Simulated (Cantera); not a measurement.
A closed system holds: 1 mol SiC, 0.91 mol O2, 220 mol N2, held at 10.0 mbar.

Cantera equilibrium calculation (NASA polynomials, part measured and part estimated; ideal gas, pure solids and liquids). Candidate condensed phases: C, Si, SiC, SiO2, Si2N2O, Si3N4; 34 gas species. N2 is the only nitrogen source here; it is nearly inert below about 1500 K, so the nitride shown seldom forms there in practice. Mutual solubility and eutectic melting of coexisting phases are not modelled. The tables hold silica as quartz up to 1696 K and as liquid above; real silica turns to tridymite and cristobalite and melts near 1996 K. The numbers say what is thermodynamically allowed, not how fast it happens.

Problem. What share of the Si ends up in condensed phases as a function of T (K), at 1248, 1323, 1398, 1473, 1548, 1623, 1698, 1773, 1848, 1923?

Solution. 
| T (K) | Si condensed (%) | as |
|---|---|---|
| 1248 | 100.0 | SiO2(β-quartz) + Si2N2O(s) |
| 1323 | 99.9 | SiO2(β-quartz) + Si2N2O(s) |
| 1398 | 98.8 | SiO2(β-quartz) + Si2N2O(s) |
| 1473 | 89.1 | SiO2(β-quartz) + Si2N2O(s) |
| 1548 | 36.0 | Si2N2O(s) |
| 1623 | 36.0 | Si2N2O(s) |
| 1698 | 11.2 | SiC(s) + Si2N2O(s) |
| 1773 | 8.2 | SiC(s) |
| 1848 | 6.2 | SiC(s) |
| 1923 | 0.0 | - |
